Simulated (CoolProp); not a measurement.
Vapour-liquid equilibrium of sulfur hexafluoride (1) + R113 (2) at 3.75 °C; x and y are mole fractions of (1).

The numbers come from the multi-fluid Helmholtz-energy mixture model, Guder 2009 and Marx 1992; pair parameters Bell 2016 in CoolProp.

| x | bubble pressure, mixture model (MPa) | bubble pressure, Raoult's law (MPa) | y, mixture model | y, Raoult's law |
|---|---|---|---|---|
| 0.05 | 0.1466 | 0.08641 | 0.874 | 0.802 |
| 0.125 | 0.2289 | 0.1890 | 0.919 | 0.917 |
| 0.2 | 0.2661 | 0.2917 | 0.931 | 0.951 |
| 0.275 | 0.2953 | 0.3943 | 0.938 | 0.967 |
| 0.35 | 0.3305 | 0.4969 | 0.947 | 0.976 |
| 0.425 | 0.3783 | 0.5995 | 0.956 | 0.983 |
| 0.5 | 0.4435 | 0.7022 | 0.966 | 0.987 |
| 0.575 | 0.5305 | 0.8048 | 0.975 | 0.991 |
| 0.65 | 0.6428 | 0.9074 | 0.984 | 0.993 |
| 0.725 | 0.7816 | 1.010 | 0.990 | 0.995 |
| 0.8 | 0.9433 | 1.113 | 0.994 | 0.997 |
| 0.875 | 1.117 | 1.215 | 0.997 | 0.998 |
| 0.95 | 1.285 | 1.318 | 0.999 | 0.999 |

The largest gap from Raoult's law is +69.7 % in bubble pressure, at x = 0.05. No azeotrope shows between x = 0.05 and 0.95.

Pair parameters are fitted to limited data, so mixtures are less certain than the pure fluids. The gap from Raoult's law changes sign with composition, which may be real or a fault of the pair parameters; it wasn't checked against measurements. With so large a gap from Raoult's law the liquid may split in two, which this calculation doesn't test in full.
